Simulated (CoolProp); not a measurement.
Octamethylcyclotetrasiloxane (D4) at several states: Z from the reference equation and from simpler models built on Tc = 586.5 K, pc = 1.347 MPa, ω = 0.598; each cubic takes its own stable root.

Model: reference Helmholtz-energy equation of state, Thol 2015, in CoolProp.

```
T (K)  p (MPa)   phase   reference  Redlich-Kwong  Peng-Robinson
-----  -------  ------  ----------  -------------  -------------
384.4     3.37  liquid  (withheld)         0.4254     (withheld)
588.2   0.0674     gas      0.9824         0.9829         0.9811
454.4     1.34  liquid  (withheld)     (withheld)     (withheld)
```

Question: Some entries are withheld; supply them.

Answer: 
- 384.4, reference: 0.3643
- 384.4, Peng-Robinson: 0.3553
- 454.4, reference: 0.1376
- 454.4, Redlich-Kwong: 0.1647
- 454.4, Peng-Robinson: 0.1335
